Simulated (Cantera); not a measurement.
An adiabatic, constant-pressure homogeneous reactor starts with 8.17 % CH4, 0.793 % C2H6, 19.1 % O2, 71.9 % N2, equivalence ratio 1.00, at 1823 K and 3.75 atm.

Computed with Cantera and GRI-Mech 3.0 (53 species, 325 reactions).

One state of this run: T (K) = 2956; x CH4 = <1e-12; x C2H6 = <1e-12; x O2 = 0.0201; x H2 = 0.0198; x HO2 = 1.11e-5; x CO2 = 0.0455; x CH2O = 1.42e-9. x: mole fraction; the columns are a selection and need not sum to one.

### Question
Which value of t (s) does it belong to?
A) 0.00141
B) 1.12e-5
C) 3.35e-6
D) 3.76e-5

### Answer
A, 0.00141
